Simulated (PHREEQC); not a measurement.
Dissolve 0.052 mol ZnBr2 and 0.0012 mol H2S per kg of water at 92 °C. Closed to the air; pH follows from the charge balance.

Model: ion-association model, phreeqc.dat, run in PHREEQC.

| quantity | before | after |
|---|---|---|
| pH | 3.03 | 3.71 |
| ionic strength (mol/kgw) | 0.155 | 0.155 |
| H2S (mol/kgw) | 2.09e-5 | 1.94e-6 |
| HS- (mol/kgw) | 1.01e-8 | 4.51e-9 |

Problem. What was changed between the two runs?
A) H2S from 0.0012 to 0.0006 mol/kgw
B) ZnBr2 from 0.052 to 0.026 mol/kgw
C) H2S from 0.0012 to 0.00024 mol/kgw
D) ZnBr2 left out
E) temperature from 92 to 90 °C

Solution. C, H2S from 0.0012 to 0.00024 mol/kgw

This is a speciation only: nothing precipitates in the calculation. Some of these states are supersaturated (in Sphalerite (slow to form), for instance). At this temperature some constants are extrapolated from 25 °C, and those without enthalpy data are left unchanged.
